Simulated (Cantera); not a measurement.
Input: 1 mol PbO, 0.081 mol O₂, 2.2 mol N₂, held at 101000 Pa.

Equilibrium computed with Cantera from the NASA thermochemical tables; the gas is ideal and each condensed phase is pure. Candidate condensed phases: Pb, PbO, PbO₂, Pb₃O₄; 12 gas species. Equilibrium is a limit: real reactors are often held back by kinetics, nucleation or transport.

x: gas mole fraction; n: condensed amount in mol.

```tsv
T (K)	x N₂	x O₂	x NO	x PbO	x NO₂	n PbO(red)	n PbO(yellow)
650	0.964	0.0355	3.83e-8	<1e-12	3.70e-8	1.00	0
700	0.964	0.0355	1.28e-7	<1e-12	5.73e-8	1.00	0
750	0.964	0.0355	3.65e-7	4.14e-12	8.37e-8	1.00	0
800	0.964	0.0355	9.12e-7	6.91e-11	1.17e-7	0	1.00
850	0.964	0.0355	2.05e-6	8.22e-10	1.57e-7	0	1.00
900	0.964	0.0355	___	___	___	0	1.00
950	0.964	0.0355	7.98e-6	5.21e-8	2.57e-7	0	1.00
1000	0.964	0.0355	1.42e-5	3.01e-7	3.18e-7	0	1.000
1050	0.964	0.0355	___	___	___	0	1.000
1100	0.964	0.0355	3.87e-5	6.11e-6	4.59e-7	0	1.000
```

Complete the blanks.


- 1050, x NO: 2.40e-5
- 1050, x PbO: 1.46e-6
- 1050, x NO₂: 3.85e-7
- 900, x NO: 4.20e-6
- 900, x PbO: 7.37e-9
- 900, x NO₂: 2.04e-7
